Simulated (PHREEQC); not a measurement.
A column of 1 m (40 cells, dispersivity 0.035 m, 3600 s a shift, diffusion coefficient 3e-10 m²/s) holds 0.028 eq of the database's cation exchanger X per kg of pore water, first in equilibrium with 0.00096 mol (NH4)2SO4 and 1e-05 mol HCl per kg of water. It is flushed with 0.029 mol/kgw MgSO4, 0.00081 mol/kgw CaCl2 and 1e-05 mol/kgw HCl, at 25 °C. Values are for the last cell. CO2 from the air is kept out. No solid was allowed to form.

Model: ion-association model, phreeqc.dat, run in PHREEQC.

Question: Predict Mg in solution (mol/kgw), Ca in solution (mol/kgw), NH4 in solution (mol/kgw) at pore volumes = 1.312, 1.413, 1.913, 2.913.

Answer: 
| pore volumes | Mg in solution (mol/kgw) | Ca in solution (mol/kgw) | NH4 in solution (mol/kgw) |
|---|---|---|---|
| 1.312 | 0.0106 | 6.87e-5 | 0.0312 |
| 1.413 | 0.0151 | 0.000138 | 0.0248 |
| 1.913 | 0.0266 | 0.000530 | 0.00505 |
| 2.913 | 0.0290 | 0.000789 | 8.98e-5 |

Complexes and solids missing from the database can't appear.
